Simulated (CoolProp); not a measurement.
Vapour-liquid equilibrium of R22 (1) + n-pentane (2) at 0.0194 MPa; x and y are mole fractions of (1).

Computed with CoolProp (multi-fluid Helmholtz-energy mixture model, Kamei 1995 and Thol 2019; pair parameters Bell 2016).

Task: Give the bubble temperature and the first vapour's composition at x = 0.35, 0.75, 0.85. Is there an azeotrope?

Result: x = 0.35: 208.1 K, y = 0.984; x = 0.75: 204.7 K, y = 0.990; x = 0.85: 204.0 K, y = 0.993. No azeotrope shows between x = 0.05 and 0.95.

The pair parameters rest on a limited set of measurements; away from them the model extrapolates. With so large a gap from Raoult's law the liquid may split in two, which this calculation doesn't test in full.
